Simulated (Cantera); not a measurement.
What does this Cantera script print?

```python
import numpy as np
import cantera as ct

gas_names = """
    H H2 H2S S SH S2 S8
""".split()
cond_names = """
    S(cr1) S(cr2) S(L)
""".split()


def load(file, names, dense=False):
    # The tables refer to 1 bar. Condensed volumes are neglected.
    table = {s.name: s for s in ct.Species.list_from_file(file)}
    out = []
    for n in names:
        d = dict(table[n].input_data)
        d["thermo"] = dict(d["thermo"], **{"reference-pressure": 1e5})
        if dense:
            d["equation-of-state"] = {"model": "constant-volume", "density": "1e6 g/cm^3"}
        out.append(ct.Species.from_dict(d))
    return out


gas = ct.Solution(thermo="ideal-gas", species=load("nasa_gas.yaml", gas_names))
cond = {s.name: ct.Solution(thermo="fixed-stoichiometry", species=[s], name=s.name)
        for s in load("nasa_condensed.yaml", cond_names, dense=True)}
atoms = {
    'S': {'S': 1},
    'H2': {'H': 2},
}
top_T = {}  # K; cautious upper limits of use, not melting points


def equilibrate(T, P, feed):
    n = {}
    for name, mol in feed.items():
        for a, k in atoms[name].items():
            n[a] = n.get(a, 0.0) + k * mol
    gas.TPX = T, P, n
    mass = sum(n.values()) * gas.mean_molecular_weight
    gas.equilibrate("TP")
    valid = [c for c in cond.values() if c.min_temp <= T <= top_T.get(c.name, c.max_temp)]
    mix = ct.Mixture([(gas, mass / gas.mean_molecular_weight)] + [(c, 0.0) for c in valid])
    mix.T, mix.P = T, P
    mix.equilibrate("TP", solver="vcs", rtol=1e-11, max_steps=5000)
    return mix


results = []
feed = {'S': 1, 'H2': 0.27}  # mol
T = 2998  # K
P = 1300000  # Pa
mix = equilibrate(T, P, feed)
results.append((T, P, feed, dict(zip(mix.species_names, mix.species_moles))))
x = sorted(zip(gas.X, gas.species_names), reverse=True)
print(f"T = {T:g} K  P = {P:g} Pa  gas = {mix.phase_moles(0):.4g} mol")
print("   x: " + "  ".join(f"{s} {v:.3e}" for v, s in x if v > 0.001))
print("   condensed (mol): " + ("  ".join(f"{mix.phase(i).name} {mix.phase_moles(i):.4g}"
      for i in range(1, mix.n_phases) if mix.phase_moles(i) > 1e-12) or "none"))
```

It prints:

```
T = 2998 K  P = 1.3e+06 Pa  gas = 0.7754 mol
   x: S2 5.363e-01  H2 2.261e-01  SH 1.081e-01  H2S 5.774e-02  S 5.108e-02  H 2.069e-02
   condensed (mol): none
```

Equilibrium computed with Cantera from the NASA thermochemical tables; the gas is ideal and each condensed phase is pure.
